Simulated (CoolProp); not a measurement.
Vapour pressure (MPa) of sulfur dioxide: the reference equation beside estimates from Tc = 157.5 °C, pc = 7.887 MPa, ω = 0.256.

The numbers come from the reference Helmholtz-energy equation of state, Gao 2016 in CoolProp.

```tsv
T (°C)	reference	van der Waals	Redlich-Kwong
49.25	[?]	2.208	1.186
51.85	[?]	2.296	1.262
54.45	0.9509	2.385	[?]
56.95	[?]	2.474	1.420
59.55	1.089	2.568	1.505
62.15	1.165	2.664	1.594
64.75	1.245	2.763	1.687
67.35	1.329	2.863	1.784
69.85	1.414	2.962	1.880
72.45	1.506	3.068	1.983
75.05	1.603	3.175	2.091
77.65	1.704	[?]	2.203
```

Task: Complete the blanks.

Result: 
- 49.25, reference: 0.8240
- 51.85, reference: 0.8857
- 54.45, Redlich-Kwong: 1.341
- 56.95, reference: 1.017
- 77.65, van der Waals: 3.285

Absolute difference from the reference over all 12 rows, mean and median: van der Waals 127.3 and 125.3 %, Redlich-Kwong 36.3 and 36.2 %.
